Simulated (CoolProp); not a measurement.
Carbon dioxide along the isobar 4.15 MPa: density (kg/m³) from the reference equation and from simpler models built on Tc = 304.1 K, pc = 7.377 MPa, ω = 0.224; each cubic takes its own stable root.

Model: reference Helmholtz-energy equation of state, Span 1996, in CoolProp.

```tsv
T (K)	phase	reference	Redlich-Kwong	Soave-Redlich-Kwong	Peng-Robinson
283.8	gas	114.5	110.4	112.5	116.1
291	gas	105.2	103.2	104.2	107.2
298.2	gas	98.30	97.28	97.64	…
305.3	gas	92.84	92.42	92.36	94.76
312.5	gas	88.21	88.17	87.83	89.99
319.7	gas	84.25	84.45	83.91	85.88
326.9	gas	80.78	81.15	80.46	82.27
334	gas	77.75	78.22	77.44	79.10
341.2	gas	74.99	75.53	…	76.22
348.4	gas	72.49	73.08	72.17	73.60
355.6	gas	70.21	…	…	71.22
362.8	gas	68.11	68.74	67.77	69.02
```

### Question
Fill in the missing entries.

### Answer

- 298.2, Peng-Robinson: 100.3
- 341.2, Soave-Redlich-Kwong: 74.67
- 355.6, Redlich-Kwong: 70.83
- 355.6, Soave-Redlich-Kwong: 69.87
